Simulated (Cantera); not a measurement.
Hydrocarbon pyrolysis for carbon deposition

A perfectly stirred reactor is fed with C₂H₆ : N₂ = 1 : 1.4 (molar parts), at 750 Torr; it is held at 1700 K, and followed from long to short residence time.

Computed with Cantera and GRI-Mech 3.0 (53 species, 325 reactions). GRI-Mech 3.0 stops at C3 and has no aromatics, soot or wall deposition, so with more carbon than oxygen in the feed, carbon stays in small species such as C2H2 where larger ones or solid carbon would form.

```csv
τ (s),x C₂H₆,x H,x CH₂,x HCN,x CH₃,x C₂H₂,x C₂H
1.8,1.40e-5,0.000100,2.91e-8,7.71e-7,0.000122,0.217,2.85e-7
0.87,2.37e-5,0.000102,3.78e-8,4.99e-7,0.000154,0.215,2.93e-7
0.41,4.41e-5,0.000106,5.23e-8,3.48e-7,0.000205,0.213,3.06e-7
0.19,8.59e-5,0.000112,7.63e-8,2.61e-7,0.000281,0.210,3.27e-7
0.092,0.000162,0.000121,1.12e-7,2.12e-7,0.000378,0.207,3.59e-7
0.043,0.000310,0.000136,1.73e-7,1.82e-7,0.000517,0.203,4.08e-7
0.021,0.000563,0.000155,2.65e-7,1.64e-7,0.000690,0.199,4.73e-7
0.0097,0.00106,0.000183,4.22e-7,1.51e-7,0.000942,0.195,5.62e-7
0.0046,0.00195,0.000216,6.65e-7,1.41e-7,0.00127,0.188,6.64e-7
0.0022,0.00356,0.000252,1.04e-6,1.30e-7,0.00173,0.179,7.73e-7
0.0010,0.00688,0.000291,1.66e-6,1.17e-7,0.00241,0.165,8.81e-7
```
x: mole fraction; the columns are a selection and need not sum to one.
